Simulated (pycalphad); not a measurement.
All values are pycalphad results on the COST 507 light-alloy database (1999) (1 atm), not direct measurements. The database dates from 1999; later assessments differ in places, in temperatures and in the compounds included. Phase fractions are per mole of atoms.

Problem. Give the equilibrium state of Si-5.19Fe (at.%) at 1050 K.

Solution. diamond (Si), fraction 0.844, with no Fe at.%; FESI2_L, fraction 0.156, with 33.3 Fe at.%.

Problem. Give the equilibrium state of Si-5.19Fe (at.%) at 1350 K.

Solution. 
```
T = 1350.00 K, P = 101325 Pa, N = 1 mol of atoms
G = -53059 J/mol, H = 23803 J/mol, S = 56.94 J/(mol K)  (SER reference)
chemical potentials (J/mol): Si -48424, Fe -137741
phase             fraction      x(Si)      x(Fe)
DIAMOND_A4          0.8270     1.0000       none
FESI2_H             0.1730     0.7000     0.3000
```

Database names, with the compositions (at.%) that they take in these runs: FESI2_H: Si 70 Fe 30; FESI2_L: Si 67 Fe 33. DIAMOND_A4 is diamond (Si). An entry "none" or "no" means that the model of the phase leaves that element out.
